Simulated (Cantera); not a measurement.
Standard-state values (1 bar) from the NASA 1993 polynomials, evaluated with Cantera. Values are per mole of reaction as written; species without (g) are pure solids or liquids, kept so even where they would boil at 1 bar. ZrN: taken at fixed stoichiometry.

Between 1698 and 2298 K, where is each reaction favourable under standard conditions?
- N2O(g) + 2 ZrO2(g) + 10 H(g) → 2 ZrN + 5 H2O(g)


- N2O(g) + 2 ZrO2(g) + 10 H(g) → 2 ZrN + 5 H2O(g): ΔG° is -1989 kJ at 1698 K and -1379 kJ at 2298 K; it stays negative (K > 1). ΔH° is -3717 kJ and ΔS° -1018 J/K at 2298 K.
